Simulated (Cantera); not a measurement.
Feed: 1 mol Fe, 0.035 mol HCl, a varied amount of N2, equilibrated at 2.50 bar.

Cantera equilibrium calculation (NASA polynomials, part measured and part estimated; ideal gas, pure solids and liquids). Candidate condensed phases: Fe, FeCl2, FeCl3, NH4Cl; 18 gas species. Mutual solubility and eutectic melting of coexisting phases are not modelled. The numbers say what is thermodynamically allowed, not how fast it happens.

What condenses at these points (T in K, n(N2) in mol): (1148, 0.059); (1098, 0.56); (1398, 0.18); (1298, 0.98); (1348, 0.98)?


```json
[
 {"T (K)": "1148", "n(N2) in mol": "0.059", "condensed phases": "Fe + FeCl2", "Fe condensed (%)": "99.1"},
 {"T (K)": "1098", "n(N2) in mol": "0.56", "condensed phases": "Fe", "Fe condensed (%)": "99.1"},
 {"T (K)": "1398", "n(N2) in mol": "0.18", "condensed phases": "Fe", "Fe condensed (%)": "98.9"},
 {"T (K)": "1298", "n(N2) in mol": "0.98", "condensed phases": "Fe", "Fe condensed (%)": "99.0"},
 {"T (K)": "1348", "n(N2) in mol": "0.98", "condensed phases": "Fe", "Fe condensed (%)": "99.0"}
]
```
